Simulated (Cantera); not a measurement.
An isothermal plug-flow reactor at 850 K and 248 Torr (inlet), inlet velocity 0.37 m/s, active area per volume 1100 1/m; feed 0.329 % CH4, 16.5 % O2, 81.3 % N2, 1.95 % H2O, equivalence ratio 0.040.

Cantera simulation using Deutschmann's 1995 Pt surface mechanism with GRI-Mech 3.0 gas chemistry; the numbers are that mechanism's predictions, not measurements. Catalytic surfaces can have several steady states; this one follows from the mechanism file's or the stated starting coverage. Mass transfer to the wall is taken as infinitely fast.

Problem. Predict: x(CH4) at z = 0.025 m; x(O2) at z = 0.025 m; x(H2O) at z = 0.025 m; x(CO2) at z = 0.025 m; x(CO) at z = 0.025 m; θ(free Pt) at the exit; θ(O*) at the exit; θ(OH*) at the exit.

Solution. 
| Item | Value |
|---|---|
| x(CH4) at z = 0.025 m | 0.00179 |
| x(O2) at z = 0.025 m | 0.162 |
| x(H2O) at z = 0.025 m | 0.0225 |
| x(CO2) at z = 0.025 m | 0.00149 |
| x(CO) at z = 0.025 m | 3.91e-7 |
| θ(free Pt) at the exit | 0.0809 |
| θ(O*) at the exit | 0.917 |
| θ(OH*) at the exit | 0.00195 |
